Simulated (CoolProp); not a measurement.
n-hexane along the isobar 0.759 MPa: fugacity coefficient from the reference equation and from simpler models built on Tc = 507.8 K, pc = 3.044 MPa, ω = 0.300; each cubic takes its own stable root.

Model: reference Helmholtz-energy equation of state, Thol 2019, in CoolProp.

| T (K) | phase | reference |
|---|---|---|
| 356.5 | liquid | 0.1998 |
| 369.8 | liquid | 0.2813 |
| 383.1 | liquid | 0.3838 |
| 396.5 | liquid | 0.5099 |
| 409.8 | liquid | 0.6587 |
| 436.4 | gas | 0.8538 |
| 449.7 | gas | 0.8685 |
| 463 | gas | 0.8813 |
| 476.3 | gas | 0.8925 |
| 489.6 | gas | 0.9023 |
| 503 | gas | 0.9111 |
| 516.3 | gas | 0.9188 |
| 529.6 | gas | 0.9257 |

Task: How far does each simpler model (van der Waals, Redlich-Kwong, Soave-Redlich-Kwong, Peng-Robinson) lie from the reference over these 13 states: mean and median of the absolute difference, and the worst?

Result: 
- van der Waals: mean 53.6 %, median 3.8 %, worst +255.9 % at 356.5 K and 0.759 MPa
- Redlich-Kwong: mean 19.5 %, median 1.5 %, worst +69.8 % at 356.5 K and 0.759 MPa
- Soave-Redlich-Kwong: mean 1.0 %, median 0.7 %, worst +2.5 % at 409.8 K and 0.759 MPa
- Peng-Robinson: mean 0.5 %, median 0.4 %, worst -0.7 % at 516.3 K and 0.759 MPa

At some of these states van der Waals, Redlich-Kwong gives the other phase, because its saturation line lies elsewhere.
